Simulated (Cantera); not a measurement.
Thermodynamics of carbon deposition, reforming and gasification, feed CH4 + H2O + O2

Input: 1 mol CH4, 0.022 mol H2O, 0.079 mol O2, equilibrated at 2202 °C and 225 Torr.

Cantera equilibrium calculation (NASA polynomials, part measured and part estimated; ideal gas, pure solids and liquids). Candidate condensed phases: C, C6H6, C7H8, C8H18, H2O; 110 gas species. Rates play no part.

```json
{
 "x(H2)": "0.873",
 "x(CO)": "0.0802",
 "x(H)": "0.0384",
 "x(C2H2 (acetylene))": "0.00849",
 "x(CH4)": "3.57e-5",
 "x(C4H2)": "3.41e-5",
 "x(CH3)": "2.84e-5",
 "x(C2H)": "2.54e-5",
 "x(C2H2 (vinylidene))": "6.07e-6",
 "n(C(graphite))": "0.781 mol",
 "gas_amount": "2.245 mol"
}
```
